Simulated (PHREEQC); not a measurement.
1 kg of water holding 0.0061 mol/kgw KHCO3 and 0.24 mol/kgw K2CO3 is evaporated at 20 °C; the solids stay in contact with the brine. No CO2 enters from the air. Solids allowed: Kalicinite. Others were left out.

Model: Pitzer model, pitzer.dat, run in PHREEQC.

| water left (kg) | ionic strength | water activity | C in solution (mol/kgw) | K in solution (mol/kgw) | pH |
|---|---|---|---|---|---|
| 1 | 0.724 | 0.989 | 0.246 | 0.486 | 11.33 |
| 0.8219 | 0.882 | [?] | 0.299 | 0.591 | 11.33 |
| 0.6755 | 1.07 | [?] | 0.364 | 0.720 | 11.33 |
| 0.5552 | 1.31 | 0.981 | 0.443 | 0.876 | 11.33 |
| 0.4563 | 1.59 | [?] | 0.539 | 1.07 | 11.33 |
| 0.3751 | 1.93 | 0.973 | 0.656 | 1.30 | 11.33 |
| 0.3083 | 2.35 | 0.967 | 0.798 | 1.58 | 11.34 |
| 0.2534 | 2.86 | 0.959 | 0.971 | 1.92 | 11.35 |
| 0.2082 | 3.49 | 0.949 | 1.18 | 2.33 | 11.36 |
| 0.1712 | 4.24 | [?] | 1.44 | 2.84 | 11.39 |
| 0.1407 | 5.16 | 0.921 | 1.75 | 3.46 | 11.43 |
| 0.1156 | 6.28 | 0.901 | 2.13 | 4.20 | 11.48 |
| 0.09505 | 7.64 | 0.873 | 2.59 | 5.11 | 11.56 |
| 0.07812 | 9.29 | 0.837 | 3.15 | 6.22 | 11.66 |
| 0.06421 | 11.3 | [?] | 3.83 | 7.57 | [?] |
| 0.05279 | 13.8 | 0.729 | 4.66 | 9.21 | 11.96 |
| 0.04339 | 16.7 | 0.652 | 5.67 | 11.2 | 12.18 |

Q: Complete the blanks.

A: 
- 0.8219, water activity: 0.987
- 0.6755, water activity: 0.985
- 0.4563, water activity: 0.977
- 0.1712, water activity: 0.937
- 0.06421, water activity: 0.790
- 0.06421, pH: 11.80

Complexes and solids missing from the database can't appear.
